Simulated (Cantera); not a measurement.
Gas mixture: N2O : CO2 = 0.36 : 0.13 (molar parts), at 0.0133 bar, frozen composition.

Cantera's kinetic-theory transport with the Lennard-Jones parameters of GRI-Mech 3.0, ideal gas; thermal conductivity in the mixture-averaged form. The composition is frozen, though it would react at the higher temperatures.

One state of this run: ρ (kg/m³) = 0.00428; cp (J/kg/K) = 1355; μ (µPa s) = 56.8; λ (mW/m/K) = 105; Pr = 0.731; D (cm²/s) CH3 = 258; D (cm²/s) H2O = 298; D (cm²/s) C2H2 = 192. D: mixture-averaged diffusion coefficient of that species in the mixture.

### Question
Which value of T (K) does it belong to?
(A) 2150
(B) 1650
(C) 900
(D) 1400

### Answer
B, 1650
